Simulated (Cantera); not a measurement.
Adiabatic ignition

An adiabatic, constant-volume homogeneous reactor starts with CO : H2 : O2 : N2 : H2O = 1 : 0.55 : 1.01 : 3.81 : 0.14 (molar parts), equivalence ratio 0.77, at 1500 K and 5.00 bar.

Detailed kinetics in Cantera: GRI-Mech 3.0 (53 species, 325 reactions). The hydrogen kinetics of GRI-Mech 3.0 are dated; newer H2 mechanisms differ, most at raised pressure.

```
t (s)     T (K)  P (bar)    x CO     x H2    x O2    x NO2      x H   x H2O2     x NO
--------  -----  -------  ------  -------  ------  -------  -------  -------  -------
7.00e-6    2492     7.85  0.0769  0.00980  0.0696  1.02e-7   0.0125  7.67e-7  8.35e-5
1.88e-5    2950     9.02  0.0494  0.00556  0.0579  1.20e-6  0.00363  1.11e-6  0.00126
5.06e-5    2958     9.03  0.0482  0.00544  0.0558  4.49e-6  0.00343  1.14e-6  0.00488
0.000136   2948     9.00  0.0480  0.00544  0.0527  1.05e-5  0.00333  1.09e-6   0.0117
0.000366   2940     8.97  0.0479  0.00545  0.0498  1.58e-5  0.00325  1.05e-6   0.0179
0.000984   2938     8.96  0.0478  0.00545  0.0492  1.68e-5  0.00323  1.04e-6   0.0192
0.00265    2938     8.96  0.0478  0.00545  0.0492  1.68e-5  0.00323  1.04e-6   0.0192
0.00711    2938     8.96  0.0478  0.00545  0.0492  1.68e-5  0.00323  1.04e-6   0.0192
0.0191     2938     8.96  0.0478  0.00545  0.0492  1.68e-5  0.00323  1.04e-6   0.0192
0.0514     2938     8.96  0.0478  0.00545  0.0492  1.68e-5  0.00323  1.04e-6   0.0192
0.138      2938     8.96  0.0478  0.00545  0.0492  1.68e-5  0.00323  1.04e-6   0.0192
0.372      2938     8.96  0.0478  0.00545  0.0492  1.68e-5  0.00323  1.04e-6   0.0192
1.00       2938     8.96  0.0478  0.00545  0.0492  1.68e-5  0.00323  1.04e-6   0.0192
```
x: mole fraction; the columns are a selection and need not sum to one.

| Quantity | Result |
|---|---|
| time of steepest temperature rise | 4.11 µs |
| temperature at 1.00 s | 2938 K |
| equilibrium temperature | 2938 K |
| x(CO) at 1.00 s | 0.0478 (gas-phase equilibrium 0.0478) |
| x(H2) at 1.00 s | 0.00545 (gas-phase equilibrium 0.00545) |
| x(O2) at 1.00 s | 0.0492 (gas-phase equilibrium 0.0492) |
